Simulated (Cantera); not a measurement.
A Cantera script and its output.

```python
import numpy as np
import cantera as ct

gas = ct.Solution("gri30.yaml")
gas.TPX = 575, 1000000, {'CH4': 1, 'O2': 2.08, 'N2': 7.83}
flame = ct.FreeFlame(gas, width=0.008)
flame.set_refine_criteria(ratio=3, slope=0.08, curve=0.16)
flame.transport_model = "unity-Lewis-number"
flame.solve(loglevel=0, auto=True)
z, T = flame.grid, flame.T
thick = (T[-1] - T[0]) / np.gradient(T, z).max()
show = ['CH4', 'O2', 'N2O', 'HCO', 'CO2', 'NO2']
print(f"laminar burning velocity  {flame.velocity[0] * 100:.3f} cm/s")
print(f"burnt temperature         {T[-1]:.1f} K")
print(f"thermal thickness         {thick * 1e3:.4f} mm")
print(f"grid points               {len(z)}")
z0 = z[flame.heat_release_rate.argmax()]
print(f"{'z/mm':>9s}{'T/K':>9s}{'u/(m/s)':>9s}" + "".join(f"{s:>11s}" for s in show))
rows = []
for k in (-3, -2, -1.5, -1, -0.5, -0.25, 0, 0.25, 0.5, 1, 2, 4, 8):
    zz = z0 + k * thick
    rows.append([k * thick, np.interp(zz, z, T), np.interp(zz, z, flame.velocity),
                 *(np.interp(zz, z, flame.X[gas.species_index(s)]) for s in show)])
    print(f"{rows[-1][0] * 1e3:9.3f}{rows[-1][1]:9.1f}{rows[-1][2]:9.3f}" + "".join(f"{x:11.3e}" for x in rows[-1][3:]))
```

Output:

```
laminar burning velocity  41.300 cm/s
burnt temperature         2397.9 K
thermal thickness         0.0705 mm
grid points               131
     z/mm      T/K  u/(m/s)        CH4         O2        N2O        HCO        CO2        NO2
   -0.212    576.5    0.414  9.157e-02  1.905e-01  4.571e-10  1.778e-16  4.313e-05  2.353e-08
   -0.141    586.9    0.422  9.098e-02  1.896e-01  3.572e-09  6.958e-14  3.371e-04  1.797e-07
   -0.106    614.8    0.442  8.939e-02  1.870e-01  1.201e-08  1.594e-12  1.133e-03  5.775e-07
   -0.071    746.3    0.537  8.170e-02  1.747e-01  5.269e-08  1.422e-10  4.976e-03  2.047e-06
   -0.035   1209.3    0.878  5.277e-02  1.281e-01  2.065e-07  6.302e-08  1.952e-02  3.349e-06
   -0.018   1615.8    1.182  2.633e-02  8.496e-02  3.511e-07  2.153e-06  3.326e-02  1.504e-06
    0.000   2028.2    1.494  3.289e-03  3.947e-02  5.302e-07  1.885e-05  5.015e-02  1.126e-07
    0.018   2191.7    1.607  4.774e-05  2.210e-02  7.647e-07  1.600e-06  6.391e-02  9.480e-08
    0.035   2259.0    1.649  6.274e-07  1.771e-02  8.662e-07  7.395e-08  7.131e-02  1.080e-07
    0.071   2324.0    1.688  5.537e-10  1.421e-02  8.530e-07  1.767e-08  7.786e-02  1.101e-07
    0.141   2369.8    1.715  6.598e-13  1.176e-02  7.479e-07  5.922e-09  8.239e-02  1.055e-07
    0.282   2392.5    1.728  2.392e-14  1.050e-02  6.554e-07  2.844e-09  8.471e-02  1.110e-07
    0.564   2398.6    1.732  6.816e-16  1.012e-02  6.252e-07  2.239e-09  8.537e-02  1.440e-07
```

Detailed kinetics in Cantera: GRI-Mech 3.0 (53 species, 325 reactions). Unity Lewis numbers drop preferential diffusion, which matters most where H2 and H carry the flame. Burning velocities carry a grid error of a few per cent, more on coarse grids.
